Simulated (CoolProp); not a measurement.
Water along the isobar 100000 kPa: fugacity coefficient from the reference equation and from simpler models built on Tc = 373.9 °C, pc = 22060 kPa, ω = 0.344; each cubic takes its own stable root.

The numbers come from the reference Helmholtz-energy equation of state, Wagner 2002 in CoolProp.

| T (°C) | phase | reference | van der Waals | Redlich-Kwong | Soave-Redlich-Kwong | Peng-Robinson |
|---|---|---|---|---|---|---|
| 57.15 | liquid | 0.0003337 | 0.02509 | 0.001622 | 0.0003490 | 0.0003437 |
| 92.15 | liquid | 0.001372 | 0.04190 | 0.005279 | 0.001545 | 0.001475 |
| 127.15 | liquid | 0.004236 | 0.06376 | 0.01318 | 0.005011 | 0.004690 |
| 162.15 | liquid | 0.01056 | 0.09044 | 0.02720 | 0.01290 | 0.01191 |
| 197.15 | liquid | 0.02233 | 0.1215 | 0.04868 | 0.02782 | 0.02548 |
| 232.15 | liquid | 0.04155 | 0.1562 | 0.07821 | 0.05229 | 0.04765 |
| 267.15 | liquid | 0.06977 | 0.1939 | 0.1156 | 0.08805 | 0.08005 |
| 302.15 | liquid | 0.1079 | 0.2338 | 0.1598 | 0.1357 | 0.1233 |
| 337.15 | liquid | 0.1557 | 0.2753 | 0.2096 | 0.1944 | 0.1767 |
